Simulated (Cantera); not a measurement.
What does this Cantera script print?

```python
import numpy as np
import cantera as ct

gas = ct.Solution("gri30.yaml")
gas.TPX = 1325, 130, {'H2': 0.0077, 'O2': 1, 'N2': 1.7}
reactor = ct.IdealGasConstPressureReactor(gas, energy="off", clone=False)
net = ct.ReactorNet([reactor])
net.rtol, net.atol = 1e-08, 1e-18
show = ['H2', 'O2', 'H2O2', 'O', 'NO2', 'H', 'H2O']
times = np.geomspace(2e-05, 1, 10)

steps = ct.SolutionArray(gas, extra=["t"])
rows = []
print(f"{'t/s':>10s}{'T/K':>9s}{'P/Pa':>11s}" + "".join(f"{s:>11s}" for s in show))
for t in times:
    while net.time < t:
        t_next = net.step()
        steps.append(gas.state, t=t_next)
    rows.append([np.interp(t, steps.t, y) for y in (steps.T, steps.P, *steps(*show).X.T)])
    print(f"{t:10.3e}{rows[-1][0]:9.1f}{rows[-1][1]:11.4g}" + "".join(f"{x:11.3e}" for x in rows[-1][2:]))
rate = np.gradient(steps.T, steps.t)
print("integrator steps:", len(steps.t))
if steps.T.max() > steps.T[0] + 200:
    print(f"time of steepest temperature rise: {steps.t[rate.argmax()]:.4e} s")
gas.TPX = 1325, 130, {'H2': 0.0077, 'O2': 1, 'N2': 1.7}
gas.equilibrate("TP")
print(f"equilibrium (TP): T = {gas.T:.1f} K  " + "  ".join(f"{s} {gas[s].X[0]:.3e}" for s in show))
```

Result:

```
       t/s      T/K       P/Pa         H2         O2       H2O2          O        NO2          H        H2O
 2.000e-05   1325.0        130  2.844e-03  3.693e-01  9.776e-18  2.287e-13  2.646e-34  1.575e-11  1.601e-16
 6.655e-05   1325.0        130  2.844e-03  3.693e-01  1.077e-16  2.464e-12  3.070e-32  5.070e-11  5.630e-15
 2.214e-04   1325.0        130  2.844e-03  3.693e-01  1.191e-15  2.539e-11  4.116e-30  1.517e-10  1.968e-13
 7.368e-04   1325.0        130  2.844e-03  3.693e-01  1.309e-14  2.257e-10  5.803e-28  3.690e-10  6.091e-12
 2.452e-03   1325.0        130  2.844e-03  3.693e-01  1.415e-13  1.475e-09  7.573e-26  6.277e-10  1.437e-10
 8.158e-03   1325.0        130  2.844e-03  3.693e-01  1.457e-12  7.887e-09  8.981e-24  1.162e-09  2.520e-09
 2.714e-02   1325.0        130  2.844e-03  3.693e-01  1.290e-11  6.926e-08  1.519e-21  5.811e-09  5.326e-08
 9.032e-02   1325.0        130  2.830e-03  3.693e-01  7.894e-11  9.269e-06  1.674e-18  6.946e-07  9.895e-06
 3.005e-01   1325.0        130  1.564e-05  3.666e-01  3.929e-10  2.527e-03  2.069e-15  8.066e-05  2.613e-03
 1.000e+00   1325.0        130  8.909e-06  3.666e-01  3.383e-10  2.539e-03  1.506e-14  7.428e-05  2.637e-03
integrator steps: 533
equilibrium (TP): T = 1325.0 K  H2 1.754e-08  O2 3.681e-01  H2O2 4.113e-12  O 4.665e-06  NO2 2.577e-07  H 6.047e-09  H2O 2.841e-03
```

Computed with Cantera and GRI-Mech 3.0 (53 species, 325 reactions). Radical loss at walls, strong at low pressure, is not modelled.
